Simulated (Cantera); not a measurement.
Feed: 1 mol toluene, 0.41 mol H₂, held at 1898.15 K and 16.0 Pa.

These are equilibrium values from Cantera (NASA tables, ideal gas, pure condensed phases), not measurements of a reactor. Candidate condensed phases: C, C₆H₆, C₇H₈, C₈H₁₈; 76 gas species. Equilibrium is a limit: real reactors are often held back by kinetics, nucleation or transport.

Base state: H₂ 0.940, H 0.0600, C₂H₂ (acetylene) 0.000354 (mole fractions); condensed: C(graphite).

Question: What changes in the equilibrium state with this change: pressure from 16.0 Pa to 1 atm?

Answer: 
| species | before | after |
|---|---|---|
| H₂ | 0.940 | 0.998 |
| H | 0.0600 | 0.000777 |
| CH₄ | 7.98e-8 | 0.000571 |
| C₂H₂ (acetylene) | 0.000354 | 0.000376 |
| C(graphite), mol | 7.00 | 6.99 |
